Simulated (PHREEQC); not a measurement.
Solution (25 °C): 0.0028 mol/kgw LiBr. Closed to the air; pH follows from the charge balance.

Model: ion-association model, phreeqc.dat, run in PHREEQC.

```
Item                           Result
--------------------  ---------------
ionic strength        0.00280 mol/kgw
specific conductance        307 µS/cm
```

```json
[
 {"species": "Br-", "molality": "0.00280", "activity": "0.00264", "log γ": "-0.026"},
 {"species": "Li+", "molality": "0.00280", "activity": "0.00265", "log γ": "-0.024"},
 {"species": "OH-", "molality": "1.06e-7", "activity": "1.00e-7", "log γ": "-0.025"},
 {"species": "H+", "molality": "1.06e-7", "activity": "1.01e-7", "log γ": "-0.023"}
]
```

This is a speciation only: nothing precipitates in the calculation.
